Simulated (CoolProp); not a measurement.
Properties of fluoroethane (R161) at several states (Tc = 102.1 °C, pc = 5.010 MPa, ω = 0.216).

Values from CoolProp's reference Helmholtz-energy equation of state, Wu 2012.

| T (°C) | p (MPa) | phase | density (kg/m³) | Joule-Thomson coefficient (K/MPa) | isothermal compressibility (1/MPa) | expansivity (1/kK) |
|---|---|---|---|---|---|---|
| -81.95 | 5 | liquid | 881.2 | -0.4274 | ? | ? |
| 150.65 | 5 | gas | ? | 8.012 | 0.2828 | 6.283 |
| -13.65 | 5 | liquid | 789.2 | -0.3156 | 0.001895 | 1.909 |

**Question.** Some entries are withheld; supply them.

**Answer.** 
- -81.95, isothermal compressibility (1/MPa): 0.0008162
- -81.95, expansivity (1/kK): 1.436
- 150.65, density (kg/m³): 92.90
